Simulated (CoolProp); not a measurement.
Vapour-liquid equilibrium of R22 (1) + R134a (2) at 266.7 K; x and y are mole fractions of (1).

The numbers come from the multi-fluid Helmholtz-energy mixture model, Kamei 1995 and Tillner-Roth 1994; pair parameters Bell 2016 in CoolProp.

| x | bubble pressure, mixture model (kPa) | bubble pressure, Raoult's law (kPa) | y, mixture model | y, Raoult's law |
|---|---|---|---|---|
| 0.05 | 241.5 | 238.8 | 0.090 | 0.084 |
| 0.2 | 272.5 | 264.5 | 0.310 | 0.304 |
| 0.35 | 300.6 | 290.2 | 0.481 | 0.484 |
| 0.5 | 326.3 | 315.9 | 0.623 | 0.635 |
| 0.65 | 350.3 | 341.5 | 0.746 | 0.764 |
| 0.8 | 372.9 | 367.2 | 0.859 | 0.875 |
| 0.95 | 394.5 | 392.9 | 0.965 | 0.971 |

The largest gap from Raoult's law is +3.6 % in bubble pressure, at x = 0.35. No azeotrope shows between x = 0.05 and 0.95.

Pair parameters are fitted to limited data, so mixtures are less certain than the pure fluids.
